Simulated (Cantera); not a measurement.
What does this Cantera script print?

```python
import numpy as np
import cantera as ct

gas_names = [...]  # 109 gases of nasa_gas.yaml made of C, Cl, H, Si
cond_names = """
    C(gr) C6H6(L) C7H8(L) C8H18(L),n-octa Si(cr) Si(L) SiC(b)
""".split()


# ... load() reads the species with a 1 bar reference pressure and builds the phases ...
atoms = {
    'CH3SiCl3': {'C': 1, 'H': 3, 'Si': 1, 'CL': 3},
    'C2H4': {'C': 2, 'H': 4},
    'H2': {'H': 2},
}
top_T = {'C(gr)': 4500, 'SiC(b)': 3050}  # K; cautious upper limits of use, not melting points


# ... equilibrate(T, P, feed) seeds the gas with the atoms and calls Mixture.equilibrate('TP', solver="vcs", rtol=1e-11, max_steps=5000) ...
results = []
feed = {'CH3SiCl3': 1, 'C2H4': 0.11, 'H2': 1.8}  # mol
P = 2400  # Pa
for T in [2423, 2448, 2473, 2498, 2523, 2548, 2573, 2598]:
    mix = equilibrate(T, P, feed)
    results.append((T, P, feed, dict(zip(mix.species_names, mix.species_moles))))
    x = sorted(zip(gas.X, gas.species_names), reverse=True)
    print(f"T = {T:g} K  P = {P:g} Pa  gas = {mix.phase_moles(0):.4g} mol")
    print("   x: " + "  ".join(f"{s} {v:.3e}" for v, s in x if v > 0.0001))
    print("   condensed (mol): " + ("  ".join(f"{mix.phase(i).name} {mix.phase_moles(i):.4g}"
          for i in range(1, mix.n_phases) if mix.phase_moles(i) > 1e-12) or "none"))
```

Result:

```
T = 2423 K  P = 2400 Pa  gas = 5.527 mol
   x: H2 4.299e-01  HCL 3.314e-01  SiCL2 7.977e-02  H 7.504e-02  CL 4.117e-02  Si 2.169e-02  SiCL 9.347e-03  SiC2 4.473e-03  C2H2,acetylene 3.326e-03  Si2C 2.527e-03  SiH 6.568e-04  SiCL3 4.251e-04  Si2 1.023e-04
   condensed (mol): C(gr) 0.7914  SiC(b) 0.3273
T = 2448 K  P = 2400 Pa  gas = 5.627 mol
   x: H2 4.203e-01  HCL 3.189e-01  H 8.331e-02  SiCL2 7.868e-02  CL 4.487e-02  Si 2.811e-02  SiCL 1.086e-02  SiC2 6.256e-03  C2H2,acetylene 3.635e-03  Si2C 3.506e-03  SiH 8.087e-04  SiCL3 3.850e-04  Si2 1.467e-04
   condensed (mol): C(gr) 0.8331  SiC(b) 0.2544
T = 2473 K  P = 2400 Pa  gas = 5.75 mol
   x: H2 4.089e-01  HCL 3.052e-01  H 9.204e-02  SiCL2 7.711e-02  CL 4.867e-02  Si 3.623e-02  SiCL 1.254e-02  SiC2 8.688e-03  Si2C 4.831e-03  C2H2,acetylene 3.943e-03  SiH 9.886e-04  SiCL3 3.460e-04  Si2 2.087e-04
   condensed (mol): C(gr) 0.8853  SiC(b) 0.1599
T = 2498 K  P = 2400 Pa  gas = 5.905 mol
   x: H2 3.954e-01  HCL 2.902e-01  H 1.012e-01  SiCL2 7.498e-02  CL 5.249e-02  Si 4.647e-02  SiCL 1.438e-02  SiC2 1.198e-02  Si2C 6.613e-03  C2H2,acetylene 4.241e-03  SiH 1.200e-03  SiCL3 3.078e-04  Si2 2.949e-04
   condensed (mol): C(gr) 0.9512  SiC(b) 0.03578
T = 2523 K  P = 2400 Pa  gas = 6.021 mol
   x: H2 3.808e-01  HCL 2.862e-01  H 1.107e-01  SiCL2 6.881e-02  CL 5.868e-02  Si 5.188e-02  SiCL 1.493e-02  SiC2 1.437e-02  Si2C 6.887e-03  C2H2,acetylene 4.535e-03  SiH 1.266e-03  Si2 3.168e-04  SiCL3 2.687e-04
   condensed (mol): C(gr) 0.9478
T = 2548 K  P = 2400 Pa  gas = 6.122 mol
   x: H2 3.664e-01  HCL 2.850e-01  H 1.208e-01  CL 6.616e-02  SiCL2 6.161e-02  Si 5.513e-02  SiC2 1.637e-02  SiCL 1.494e-02  Si2C 6.518e-03  C2H2,acetylene 4.833e-03  SiH 1.272e-03  Si2 3.091e-04  SiCL3 2.316e-04  C2H 1.265e-04
   condensed (mol): C(gr) 0.9165
T = 2573 K  P = 2400 Pa  gas = 6.229 mol
   x: H2 3.520e-01  HCL 2.827e-01  H 1.315e-01  CL 7.420e-02  Si 5.818e-02  SiCL2 5.464e-02  SiC2 1.850e-02  SiCL 1.481e-02  Si2C 6.104e-03  C2H2,acetylene 5.133e-03  SiH 1.268e-03  Si2 2.984e-04  SiCL3 1.973e-04  C2H 1.601e-04
   condensed (mol): C(gr) 0.8824
T = 2598 K  P = 2400 Pa  gas = 6.343 mol
   x: H2 3.377e-01  HCL 2.792e-01  H 1.428e-01  CL 8.276e-02  Si 6.097e-02  SiCL2 4.796e-02  SiC2 2.073e-02  SiCL 1.455e-02  Si2C 5.658e-03  C2H2,acetylene 5.434e-03  SiH 1.256e-03  Si2 2.848e-04  C2H 2.015e-04  SiCL3 1.660e-04
   condensed (mol): C(gr) 0.8456
```

Method: chemical equilibrium by Gibbs-energy minimisation in Cantera with the NASA 1993 tables (ideal gas, pure condensed phases). The feed counts by its element totals alone. The tables' values for SiCl, SiCl3 are old estimates; treat these amounts as uncertain. Gases not in the tables: Si2H6 and higher silanes.
